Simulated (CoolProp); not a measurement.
Carbonyl sulfide along the isobar 7.78 MPa: density (kg/m³) from the reference equation and from simpler models built on Tc = 105.6 °C, pc = 6.369 MPa, ω = 0.098; each cubic takes its own stable root.

Model: reference Helmholtz-energy equation of state, Lemmon 2006, in CoolProp. It is a short technical equation, of lower accuracy than the large ones.

```json
[
 {"T (°C)": "38.05", "phase": "liquid", "reference": "979.2"},
 {"T (°C)": "42.95", "phase": "liquid", "reference": "965.0"},
 {"T (°C)": "47.75", "phase": "liquid", "reference": "950.5"},
 {"T (°C)": "52.55", "phase": "liquid", "reference": "935.5"},
 {"T (°C)": "57.35", "phase": "liquid", "reference": "919.9"},
 {"T (°C)": "62.15", "phase": "liquid", "reference": "903.5"},
 {"T (°C)": "66.95", "phase": "liquid", "reference": "886.4"},
 {"T (°C)": "71.85", "phase": "liquid", "reference": "867.8"},
 {"T (°C)": "76.65", "phase": "liquid", "reference": "848.5"},
 {"T (°C)": "81.45", "phase": "liquid", "reference": "827.8"},
 {"T (°C)": "86.25", "phase": "liquid", "reference": "805.3"},
 {"T (°C)": "91.05", "phase": "liquid", "reference": "780.5"},
 {"T (°C)": "95.95", "phase": "liquid", "reference": "752.1"},
 {"T (°C)": "100.75", "phase": "liquid", "reference": "719.8"},
 {"T (°C)": "105.55", "phase": "liquid", "reference": "680.2"},
 {"T (°C)": "110.35", "phase": "supercritical", "reference": "626.6"}
]
```

**Question.** How far does each simpler model (van der Waals, Redlich-Kwong, Soave-Redlich-Kwong, Peng-Robinson) lie from the reference over these 16 states: mean and median of the absolute difference, and the worst?

**Answer.** 
- van der Waals: mean 32.0 %, median 32.6 %, worst -33.5 % at 38.05 °C and 7.78 MPa
- Redlich-Kwong: mean 11.7 %, median 11.2 %, worst -16.2 % at 110.35 °C and 7.78 MPa
- Soave-Redlich-Kwong: mean 10.8 %, median 10.2 %, worst -16.9 % at 110.35 °C and 7.78 MPa
- Peng-Robinson: mean 3.5 %, median 3.4 %, worst -8.8 % at 110.35 °C and 7.78 MPa
